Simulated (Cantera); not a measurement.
# NO annealing gas

An isothermal, constant-pressure homogeneous reactor starts with NO : N2 = 1 : 0.26 (molar parts), at 2173 K and 110000 Pa.

Computed with Cantera and GRI-Mech 3.0 (53 species, 325 reactions).

```json
[
 {"t (s)": "8.00e-5", "x NO": "0.793", "x NO2": "0.000108", "x O": "0.000129", "x N2O": "0.000153", "x N2": "0.206"},
 {"t (s)": "0.000208", "x NO": "0.792", "x NO2": "0.000247", "x O": "0.000261", "x N2O": "0.000262", "x N2": "0.207"},
 {"t (s)": "0.000538", "x NO": "0.790", "x NO2": "0.000309", "x O": "0.000321", "x N2O": "0.000315", "x N2": "0.208"},
 {"t (s)": "0.00140", "x NO": "0.784", "x NO2": "0.000331", "x O": "0.000343", "x N2O": "0.000313", "x N2": "0.211"},
 {"t (s)": "0.00362", "x NO": "0.769", "x NO2": "0.000376", "x O": "0.000390", "x N2O": "0.000298", "x N2": "0.218"},
 {"t (s)": "0.00940", "x NO": "0.730", "x NO2": "0.000462", "x O": "0.000491", "x N2O": "0.000264", "x N2": "0.238"},
 {"t (s)": "0.0244", "x NO": "0.634", "x NO2": "0.000570", "x O": "0.000677", "x N2O": "0.000192", "x N2": "0.286"},
 {"t (s)": "0.0632", "x NO": "0.436", "x NO2": "0.000563", "x O": "0.000952", "x N2O": "8.67e-5", "x N2": "0.385"},
 {"t (s)": "0.164", "x NO": "0.178", "x NO2": "0.000299", "x O": "0.00122", "x N2O": "1.43e-5", "x N2": "0.514"},
 {"t (s)": "0.426", "x NO": "0.0415", "x NO2": "7.69e-5", "x O": "0.00134", "x N2O": "1.34e-6", "x N2": "0.582"},
 {"t (s)": "1.10", "x NO": "0.0156", "x NO2": "2.94e-5", "x O": "0.00136", "x N2O": "7.34e-7", "x N2": "0.595"},
 {"t (s)": "2.86", "x NO": "0.0141", "x NO2": "2.65e-5", "x O": "0.00136", "x N2O": "7.16e-7", "x N2": "0.596"},
 {"t (s)": "7.43", "x NO": "0.0141", "x NO2": "2.65e-5", "x O": "0.00136", "x N2O": "7.16e-7", "x N2": "0.596"},
 {"t (s)": "19.3", "x NO": "0.0141", "x NO2": "2.65e-5", "x O": "0.00136", "x N2O": "7.16e-7", "x N2": "0.596"},
 {"t (s)": "50.0", "x NO": "0.0141", "x NO2": "2.65e-5", "x O": "0.00136", "x N2O": "7.16e-7", "x N2": "0.596"}
]
```
x: mole fraction; the columns are a selection and need not sum to one.

Equilibrium at this temperature and pressure: NO 0.0141, NO2 2.65e-5, O 0.00136, N2O 7.16e-7, N2 0.596 (gas phase only).
